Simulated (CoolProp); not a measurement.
A single-stage vapour-compression cycle with R1336mzz(E): evaporating at 274.15 K (dew point), condensing at 324.15 K (bubble point), superheat 2 K, subcooling 2 K, compressor efficiency 0.6, no pressure losses. Each further row changes one setting.

Values from CoolProp's reference Helmholtz-energy equation of state, Akasaka 2023.

```
case                              cooling COP  pressure ratio  discharge temperature (K)  refrigerating effect (kJ/kg)  volumetric capacity (kJ/m³)
--------------------------------  -----------  --------------  -------------------------  ----------------------------  ---------------------------
as stated                                2.48            5.83                      331.7                          98.7                          558
evaporating temperature 279.15 K         2.90            4.72                      330.7                           102                          706
condensing temperature 319.15 K          2.87            5.03                      326.8                           105                          594
subcooling 7 K                           2.64            5.83                      331.7                           105                          594
superheat 12 K                           2.55            5.83                      342.8                           107                          580
compressor efficiency 0.5                2.07            5.83                      340.4                          98.7                          558
```
